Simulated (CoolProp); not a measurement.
Ethane along the isotherm -113.45 °C: density (kg/m³) from the reference equation and from simpler models built on Tc = 32.2 °C, pc = 4872 kPa, ω = 0.099; each cubic takes its own stable root.

Model: reference Helmholtz-energy equation of state, Bücker 2006, in CoolProp.

```
p (kPa)   phase  reference
-------  ------  ---------
305      liquid      574.1
609      liquid      574.3
914      liquid      574.5
1220     liquid      574.8
1520     liquid      575.0
1830     liquid      575.2
2130     liquid      575.4
2440     liquid      575.6
```

### Question
How far does each simpler model (Redlich-Kwong, Soave-Redlich-Kwong, Peng-Robinson) lie from the reference over these 8 states: mean and median of the absolute difference, and the worst?

### Answer
- Redlich-Kwong: mean 3.5 %, median 3.5 %, worst -3.5 % at -113.45 °C and 305 kPa
- Soave-Redlich-Kwong: mean 3.5 %, median 3.5 %, worst -3.5 % at -113.45 °C and 305 kPa
- Peng-Robinson: mean 8.7 %, median 8.7 %, worst +8.7 % at -113.45 °C and 2440 kPa
